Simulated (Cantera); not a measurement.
# Transport properties of process gases

Gas mixture: CO : C₂H₂ : C₂H₄ = 0.81 : 0.48 : 0.67 (molar parts), at 7.40 bar, frozen composition.

Cantera's kinetic-theory transport with the Lennard-Jones parameters of GRI-Mech 3.0, ideal gas; thermal conductivity in the multicomponent form. The composition is frozen, though it would react at the higher temperatures.

```csv
T (K),ρ (kg/m³),cp (J/kg/K),μ (µPa s),λ (mW/m/K),Pr,D (cm²/s) NO,D (cm²/s) H,D (cm²/s) C₂H₂
400,6.13,1541,16.4,33.5,0.753,0.0404,0.234,0.0337
600,4.09,1854,22.6,55.2,0.758,0.0818,0.480,0.0698
800,3.06,2084,27.9,76.6,0.759,0.134,0.789,0.115
1000,2.45,2269,32.7,97.5,0.760,0.195,1.15,0.169
1200,2.04,2412,37.0,117,0.760,0.264,1.57,0.230
1400,1.75,2524,41.1,136,0.759,0.342,2.03,0.298
1600,1.53,2612,44.9,154,0.759,0.427,2.54,0.373
1800,1.36,2681,48.5,171,0.759,0.519,3.09,0.455
2000,1.23,2735,52.0,187,0.758,0.618,3.68,0.542
```
D: mixture-averaged diffusion coefficient of that species in the mixture.
